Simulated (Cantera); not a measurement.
A Cantera script and what it prints.

```python
import numpy as np
import cantera as ct

gas_names = """
    B BH BH2 BH3 BN BO BO2 B2 B2O B2O2 B2O3 B3O3H3 H HBO HBO2 HNO HNO2 HNO3 HO2 H2 H2O H2O2 H3B3O6 N NH
    NH2 NH3 NH2OH NO NO2 NO3 N2 N2H2 N2H4 N2O O OH O2 O3
""".split()
cond_names = """
    B(b) B(L) BN(s) B2O3(L) B3O3H3(cr) H2O(s) H2O(L)
""".split()


# ... load() reads the species with a 1 bar reference pressure and builds the phases ...
atoms = {
    'BN': {'B': 1, 'N': 1},
    'H2O': {'H': 2, 'O': 1},
}
top_T = {'BN(s)': 3200}  # K; cautious upper limits of use, not melting points


# ... equilibrate(T, P, feed) seeds the gas with the atoms and calls Mixture.equilibrate('TP', solver="vcs", rtol=1e-11, max_steps=5000) ...
results = []
feed = {'BN': 1, 'H2O': 0.26}  # mol
P = 7.1  # Pa
for T in [1423, 1448, 1473, 1498, 1523, 1548, 1573, 1598, 1623, 1648]:
    mix = equilibrate(T, P, feed)
    results.append((T, P, feed, dict(zip(mix.species_names, mix.species_moles))))

top = {s: max(r[3][s] / sum(r[3][g] for g in gas_names) for r in results) for s in gas_names}
cols = sorted((s for s in top if top[s] > 1e-05), key=lambda s: -top[s])[:6]
seen = [c for c in cond_names if any(r[3].get(c, 0) > 1e-12 for r in results)]
print("log10 of partial pressures in bar; condensed amounts in mol")
print(f"{'T/K':>10s}" + "".join(f"{s[:9]:>10s}" for s in cols + seen))
for T, P, feed, n in results:
    ng = sum(n[g] for g in gas_names)
    print(f"{T:10.4g}" + "".join(f"{np.log10(max(n[s] / ng * P / 1e5, 1e-99)):10.3f}" for s in cols)
          + "".join(f"{n.get(c, 0):10.4g}" for c in seen))
```

Output:

```
log10 of partial pressures in bar; condensed amounts in mol
       T/K        H2        N2      B2O3      B2O2       HBO        BO     BN(s)   B2O3(L)
      1423    -4.331    -4.785    -5.387    -6.164    -5.731    -7.277    0.8229   0.05448
      1448    -4.372    -4.807    -5.143    -5.825    -5.566    -6.966    0.8181   0.02799
      1473    -4.415    -4.825    -5.015    -5.571    -5.445    -6.702    0.8103         0
      1498    -4.425    -4.818    -5.057    -5.444    -5.372    -6.507    0.8039         0
      1523    -4.436    -4.809    -5.113    -5.332    -5.307    -6.323    0.7965         0
      1548    -4.448    -4.801    -5.186    -5.237    -5.251    -6.152    0.7884         0
      1573    -4.461    -4.792    -5.277    -5.158    -5.205    -5.993    0.7798         0
      1598    -4.474    -4.785    -5.389    -5.097    -5.168    -5.847    0.7713         0
      1623    -4.487    -4.779    -5.520    -5.052    -5.139    -5.713    0.7636         0
      1648    -4.498    -4.775    -5.670    -5.025    -5.119    -5.591     0.757         0
```

Method: chemical equilibrium by Gibbs-energy minimisation in Cantera with the NASA 1993 tables (ideal gas, pure condensed phases). Mutual solubility and eutectic melting of coexisting phases are not modelled.
